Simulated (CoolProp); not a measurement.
Vapour-liquid equilibrium of methanol (1) + water (2) at 124.25 °C; x and y are mole fractions of (1).

The numbers come from the multi-fluid Helmholtz-energy mixture model, de Reuck 1993 and Wagner 2002; pair parameters Bell 2016 in CoolProp.

| x | bubble pressure, mixture model (bar) | bubble pressure, Raoult's law (bar) | y, mixture model | y, Raoult's law |
|---|---|---|---|---|
| 0.05 | 2.642 | 2.516 | 0.175 | 0.143 |
| 0.2 | 3.598 | 3.257 | 0.471 | 0.443 |
| 0.35 | 4.400 | 3.998 | 0.632 | 0.631 |
| 0.5 | 5.103 | 4.739 | 0.741 | 0.761 |
| 0.65 | 5.750 | 5.480 | 0.826 | 0.855 |
| 0.8 | 6.373 | 6.221 | 0.902 | 0.927 |
| 0.95 | 6.998 | 6.962 | 0.975 | 0.984 |

The largest gap from Raoult's law is +10.5 % in bubble pressure, at x = 0.2. No azeotrope shows between x = 0.05 and 0.95.

The pair parameters rest on a limited set of measurements; away from them the model extrapolates.
